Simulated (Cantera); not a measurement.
Equilibrium for carbon deposition, reforming and gasification: CO + NH3 + N2 + CO2

Charge: 1 mol CO, 0.18 mol NH3, 0.52 mol N2, 4.5 mol CO2, held at 1498.15 K and 97.5 Torr.

Equilibrium computed with Cantera from the NASA thermochemical tables; the gas is ideal and each condensed phase is pure. Candidate condensed phases: C, C6H6, C7H8, C8H18, H2O; 136 gas species. The numbers say what is thermodynamically allowed, not how fast it happens.

```yaml
x(CO2): 0.667
x(CO): 0.195
x(N2): 0.0956
x(H2O): 0.0380
x(H2): 0.00430
x(H): 3.13e-6
gas_amount: 6.380 mol
log10 activity of C(graphite) (absent): -5.30
```
